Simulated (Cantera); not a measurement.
Low-pressure radical oxidation in H2/O2

An isothermal, constant-pressure homogeneous reactor starts with H2 : O2 = 0.062 : 1 (molar parts), equivalence ratio 0.031, at 948 K and 0.975 Torr.

Model: GRI-Mech 3.0 (53 species, 325 reactions), integrated in Cantera. Radical loss at walls, strong at low pressure, is not modelled. Below about 950 K walls govern HO2 and H2O2 in real vessels. The temperature is held fixed by assumption; the heat of reaction is taken as removed at once.

```
t (s)         x H2   x O2    x H2O2     x HO2       x O       x H      x OH
--------  --------  -----  --------  --------  --------  --------  --------
5.00e-5     0.0584  0.942    <1e-12    <1e-12    <1e-12    <1e-12    <1e-12
0.000121    0.0584  0.942    <1e-12  1.40e-12    <1e-12  1.37e-12    <1e-12
0.000294    0.0584  0.942    <1e-12  3.41e-12    <1e-12  3.20e-12    <1e-12
0.000713    0.0584  0.942    <1e-12  8.26e-12  1.27e-12  7.27e-12  1.07e-12
0.00173     0.0584  0.942    <1e-12  2.00e-11  6.65e-12  1.66e-11  4.63e-12
0.00419     0.0584  0.942    <1e-12  4.86e-11  3.54e-11  4.47e-11  1.86e-11
0.0102      0.0584  0.942    <1e-12  1.19e-10  2.69e-10  2.33e-10  1.16e-10
0.0246      0.0584  0.942    <1e-12  3.23e-10   1.01e-8   8.08e-9   4.20e-9
0.0597      0.0583  0.942  2.48e-11   1.57e-7   4.88e-5   3.89e-5   2.01e-5
0.145      0.00184  0.907   9.59e-9   9.10e-7    0.0242    0.0185   0.00174
0.351     0.000896  0.911   6.30e-9   8.62e-7    0.0234    0.0127   0.00125
0.851     0.000613  0.921   7.23e-9   8.32e-7    0.0154   0.00682   0.00103
2.06      0.000262  0.932   8.53e-9   7.06e-7   0.00643   0.00183  0.000670
5.00       6.16e-5  0.938   9.02e-9   4.46e-7   0.00151  0.000205  0.000322
```
x: mole fraction; the columns are a selection and need not sum to one.

Equilibrium at this temperature and pressure: H2 2.95e-11, O2 0.940, H2O2 2.93e-12, HO2 1.75e-10, O 8.04e-10, H <1e-12, OH 2.35e-7 (gas phase only).
